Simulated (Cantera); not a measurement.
# Dilute partial oxidation

A perfectly stirred reactor is fed with 0.140 % CH₃OH, 0.186 % O₂, 99.7 % N₂, equivalence ratio 1.1, at 1.01 bar; it is held at 1225 K, and followed from long to short residence time.

Computed with Cantera and GRI-Mech 3.0 (53 species, 325 reactions). GRI-Mech 3.0 was tuned for natural gas; its chemistry of methanol as a main component is partial and can be far from experiment.

```csv
τ (s),x CH₃OH,x O₂,x C₂H₆,x NO,x OH
0.93,2.42e-7,2.38e-5,4.49e-12,1.06e-6,6.11e-6
0.41,4.02e-7,4.34e-5,9.18e-12,1.21e-6,8.54e-6
0.18,6.86e-7,7.82e-5,1.90e-11,1.28e-6,1.16e-5
0.079,1.21e-6,0.000136,4.11e-11,1.25e-6,1.53e-5
0.035,2.20e-6,0.000226,9.60e-11,1.10e-6,1.93e-5
0.015,4.42e-6,0.000366,2.73e-10,8.54e-7,2.32e-5
0.0067,9.76e-6,0.000560,9.57e-10,5.62e-7,2.52e-5
```
x: mole fraction; the columns are a selection and need not sum to one.
